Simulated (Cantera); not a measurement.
Charge: 1 mol PbO, 0.85 mol CO, at 1500 K and 1.20 mbar.

Cantera equilibrium calculation (NASA polynomials, part measured and part estimated; ideal gas, pure solids and liquids). Candidate condensed phases: C, Pb, PbO, PbO₂, Pb₃O₄; 15 gas species. Kinetics and transport are ignored.

Base state: Pb 0.458, CO₂ 0.457, PbO 0.0822, CO 0.00252, O₂ 0.000658 (mole fractions); condensed: gas only.

What changes in the equilibrium state with this change: PbO replaced by MgO?


```tsv
species	before	after
CO	0.00252	0.999
CO₂	0.457	0.000568
Mg	0	0.000568
Pb	0.458	0
PbO	0.0822	0
O₂	0.000658	<1e-9
MgO(s), mol	0	1.000
```
Further candidate phases: Mg, MgCO₃, MgO.
